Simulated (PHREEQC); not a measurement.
Dissolve 0.0004 mol/kgw CaSO4, 0.0066 mol/kgw Na2SO4 and 0.00032 mol/kgw MgSO4 at 20 °C. Closed to the air; pH follows from the charge balance.

All values are PHREEQC results (ion-association model, phreeqc.dat), not measurements.

This is a speciation only: nothing precipitates in the calculation.

Estimate the specific conductance.

specific conductance 1370 µS/cm.

In which forms is Na present?

Na+ 98 %, NaSO4- 1.9 % of the Na.
